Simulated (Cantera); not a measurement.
# Carbothermic reduction: MgO + CH₄ + H₂ + CO

Charge: 1 mol MgO, 0.59 mol CH₄, 1.1 mol H₂, 5.6 mol CO, held at 0.670 bar.

Method: chemical equilibrium by Gibbs-energy minimisation in Cantera with the NASA 1993 tables (ideal gas, pure condensed phases). Candidate condensed phases: C, C₆H₆, C₇H₈, C₈H₁₈, H₂O, Mg, MgCO₃, MgO, Mg(OH)₂; 116 gas species. The tables' values for MgH are old estimates; treat these amounts as uncertain. Equilibrium is a limit: real reactors are often held back by kinetics, nucleation or transport.

From 1473 K to 1873 K the condensed part is C(graphite) + MgO(s). From 1923 K to 1973 K the condensed part is MgO(s). The main Mg-bearing gas is Mg throughout.

| T (K) | x CO | x H₂ | x Mg | x H | x MgH | n C(graphite) | n MgO(s) |
|---|---|---|---|---|---|---|---|
| 1473 | 0.710 | 0.289 | 7.38e-7 | 8.31e-6 | 3.26e-9 | 0.593 | 1.000 |
| 1523 | 0.710 | 0.289 | 3.88e-6 | 1.52e-5 | 1.81e-8 | 0.592 | 1.000 |
| 1573 | 0.711 | 0.289 | 1.83e-5 | 2.67e-5 | 8.98e-8 | 0.591 | 1.000 |
| 1623 | 0.711 | 0.289 | 7.83e-5 | 4.54e-5 | 4.03e-7 | 0.590 | 0.999 |
| 1673 | 0.710 | 0.289 | 0.000306 | 7.48e-5 | 1.65e-6 | 0.588 | 0.998 |
| 1723 | 0.710 | 0.288 | 0.00110 | 0.000120 | 6.20e-6 | 0.581 | 0.991 |
| 1773 | 0.709 | 0.287 | 0.00370 | 0.000186 | 2.16e-5 | 0.560 | 0.970 |
| 1823 | 0.706 | 0.282 | 0.0116 | 0.000281 | 6.97e-5 | 0.495 | 0.906 |
| 1873 | 0.696 | 0.269 | 0.0346 | 0.000409 | 0.000210 | 0.294 | 0.705 |
| 1923 | 0.683 | 0.251 | 0.0647 | 0.000577 | 0.000392 | 0 | 0.411 |
| 1973 | 0.683 | 0.251 | 0.0648 | 0.000826 | 0.000406 | 0 | 0.409 |
x: gas mole fraction; n: condensed amount in mol.
